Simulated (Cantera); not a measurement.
Input (Python, Cantera) and output of one run.

```python
import numpy as np
import cantera as ct

gas_names = """
    CL CLO CL2 Mg MgCL MgCL2 MgO Mg2 O O2 O3 Si SiCL SiCL2 SiCL3 SiCL4 SiO SiO2 Si2 Si3
""".split()
cond_names = """
    Mg(cr) Mg(L) MgCL2(s) MgCL2(L) MgO(s) MgO(L) MgSiO3(I) MgSiO3(II) MgSiO3(III) MgSiO3(L) Mg2SiO4(s)
    Mg2SiO4(L) Si(cr) Si(L) SiO2(Lqz) SiO2(hqz) SiO2(L)
""".split()


# ... load() reads the species with a 1 bar reference pressure and builds the phases ...
atoms = {
    'SiO2': {'Si': 1, 'O': 2},
    'MgCl2': {'Mg': 1, 'CL': 2},
    'O2': {'O': 2},
}
top_T = {}  # K; cautious upper limits of use, not melting points


# ... equilibrate(T, P, feed) seeds the gas with the atoms and calls Mixture.equilibrate('TP', solver="vcs", rtol=1e-11, max_steps=5000) ...
results = []
feed = {'SiO2': 1, 'MgCl2': 0.51, 'O2': 9}  # mol
T = 1550  # K
P = 100000  # Pa
mix = equilibrate(T, P, feed)
results.append((T, P, feed, dict(zip(mix.species_names, mix.species_moles))))
x = sorted(zip(gas.X, gas.species_names), reverse=True)
print(f"T = {T:g} K  P = {P:g} Pa  gas = {mix.phase_moles(0):.4g} mol")
print("   x: " + "  ".join(f"{s} {v:.3e}" for v, s in x if v > 0.0001))
print("   condensed (mol): " + ("  ".join(f"{mix.phase(i).name} {mix.phase_moles(i):.4g}"
      for i in range(1, mix.n_phases) if mix.phase_moles(i) > 1e-12) or "none"))
```

Output:

```
T = 1550 K  P = 100000 Pa  gas = 9.34 mol
   x: O2 9.366e-01  CL2 4.473e-02  CL 1.712e-02  MgCL2 1.120e-03  CLO 3.829e-04
   condensed (mol): MgSiO3(III) 0.4995  SiO2(hqz) 0.5005
```

Cantera equilibrium calculation (NASA polynomials, part measured and part estimated; ideal gas, pure solids and liquids). Mutual solubility and eutectic melting of coexisting phases are not modelled. The tables hold silica as quartz up to 1696 K and as liquid above; real silica turns to tridymite and cristobalite and melts near 1996 K. Condensed phases not in the tables: alloys, solid solutions and most ternary compounds.
